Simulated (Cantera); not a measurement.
Input: 1 mol c-C₄F₈, 0.4 mol CH₄, 1.2 mol H₂, 1.6 mol HCl, equilibrated at 100000 Pa.

Equilibrium computed with Cantera from the NASA thermochemical tables; the gas is ideal and each condensed phase is pure. Candidate condensed phases: C, C₆H₆, C₇H₈, C₈H₁₈; 135 gas species. Ions and electrons are included (thermal ionisation). The feed counts by its element totals alone. Gases not in the tables: C₂F₆ and larger saturated fluorocarbons. Rates play no part. All values below are at 2500 K.

Base state: HF 0.678, Cl 0.176, CF₂ 0.0592, CF₄ 0.0393, F 0.0228, HCl 0.0155, CF₃ 0.00378, Cl₂ 0.00265 (mole fractions); condensed: C(graphite).

Question: What changes in the equilibrium state with this change: c-C₄F₈ replaced by CH₃Cl?

Answer: 
| species | before | after |
|---|---|---|
| H₂ | 2.44e-6 | 0.519 |
| HCl | 0.0155 | 0.446 |
| H | 3.93e-5 | 0.0181 |
| HF | 0.678 | 0 |
| CF₂ | 0.0592 | 0 |
| CF₄ | 0.0393 | 0 |
| F | 0.0228 | 0 |
| Cl | 0.176 | 0.0110 |
| CF₃ | 0.00378 | 0 |
| CF | 0.000745 | 0 |
| C(graphite), mol | 3.56 | 1.33 |
